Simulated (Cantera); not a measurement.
An isothermal, constant-pressure homogeneous reactor starts with 89.3 % NH3, 10.7 % H2, at 2423 K and 9800 Pa.

Cantera simulation using the gas-phase N/H chemistry of the illustrative SiF4/NH3 mechanism in the Surface Chemkin manual (1991); the numbers are that mechanism's predictions, not measurements. Walls and surfaces, which speed up NH3 decomposition in real reactors, are not modelled.

x: mole fraction; the columns are a selection and need not sum to one.

```
t (s)       x NH3   x H2      x NH      x N    x N2H2     x N2
--------  -------  -----  --------  -------  --------  -------
0.000200    0.865  0.123  0.000151  5.72e-6   4.33e-5  0.00427
0.000485    0.823  0.154  0.000160  6.98e-6   4.10e-5   0.0155
0.00118     0.733  0.221  0.000166  8.88e-6       ___   0.0397
0.00285     0.563  0.346  0.000166  1.14e-5       ___   0.0849
0.00691     0.323  0.523  0.000149  1.36e-5       ___    0.149
0.0168      0.104  0.684  0.000108  1.53e-5       ___    0.207
0.0406    0.00625  0.752   4.79e-5  1.88e-5       ___    0.233
0.0985    9.26e-6  0.730   1.62e-6  3.04e-6  2.58e-11    0.231
0.239     7.99e-7  0.722   2.21e-7  5.19e-7    <1e-12    0.230
0.579     3.64e-7  0.721   1.01e-7  2.38e-7    <1e-12    0.230
1.40      3.27e-7  0.721   9.08e-8  2.14e-7    <1e-12    0.230
3.40      3.27e-7  0.721   9.07e-8  2.14e-7    <1e-12    0.230
8.25      3.27e-7  0.721   9.07e-8  2.14e-7    <1e-12    0.230
20.0      3.27e-7  0.721   9.07e-8  2.14e-7    <1e-12    0.230
```

**Question.** Some entries are withheld; supply them.

**Answer.** 
- 0.00118, x N2H2: 3.34e-5
- 0.00285, x N2H2: 2.23e-5
- 0.00691, x N2H2: 1.06e-5
- 0.0168, x N2H2: 2.84e-6
- 0.0406, x N2H2: 1.62e-7
